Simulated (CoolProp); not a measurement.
A simple Rankine cycle with 1,2-dichloroethane: condensing at 318.15 K, boiler at 0.312 MPa, turbine inlet 437.3 K, turbine efficiency 0.8, pump efficiency 0.6, no recuperator. Each further row changes one setting.

Model: reference Helmholtz-energy equation of state, Thol 2015, in CoolProp.

```tsv
case	thermal efficiency (%)	net work (kJ/kg)	heat in (kJ/kg)	turbine exit temperature (K)	volume ratio over the turbine
as stated	14.2	63.7	447	362.7	10.6
turbine inlet 457.3 K	14.3	67.0	467	381.3	10.6
condensing temperature 310.15 K	15.6	71.3	458	353.9	14.5
boiler pressure 0.218 MPa	12.5	56.0	449	373.5	7.51
turbine efficiency 0.7	12.4	55.7	447	371.7	10.9
```
